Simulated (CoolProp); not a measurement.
A single-stage vapour-compression cycle with the fluid: evaporating at 262.15 K (dew point), condensing at 300.15 K (bubble point), superheat 0 K, subcooling 0 K, compressor efficiency 0.75, no pressure losses. The same conditions are run with several fluids, on thermodynamics alone (safety and materials aside).

The numbers come from the reference Helmholtz-energy equation of state of each fluid (propane: Lemmon 2009; R1336mzz(E): Akasaka 2023; n-perfluoropentane: Gao 2022; R115: Lemmon 2016; R21: Platzer 1990; chlorine: Thol 2021) in CoolProp. The equations of Platzer and Polt are older, rougher fits.

```
fluid               cooling COP  pressure ratio  discharge temperature (K)  refrigerating effect (kJ/kg)  volumetric capacity (kJ/m³)
------------------  -----------  --------------  -------------------------  ----------------------------  ---------------------------
propane                    4.27            3.00                      314.1                           292                         2160
R1336mzz(E)                4.25            4.71                      300.6                           116                          396
n-perfluoropentane         3.89            5.34                      300.2                           ___                          147
R115                       3.88             ___                      300.1                          73.8                         1770
R21                         ___            4.45                      341.7                           ___                          445
chlorine                   4.46            3.24                      376.1                           236                          ___
```

Task: Complete the blanks.

Result: 
- n-perfluoropentane, refrigerating effect (kJ/kg): 63.0
- R115, pressure ratio: 3.10
- R21, cooling COP: 4.61
- R21, refrigerating effect (kJ/kg): 211
- chlorine, volumetric capacity (kJ/m³): 2040

The compression ends wet for: n-perfluoropentane; R115.
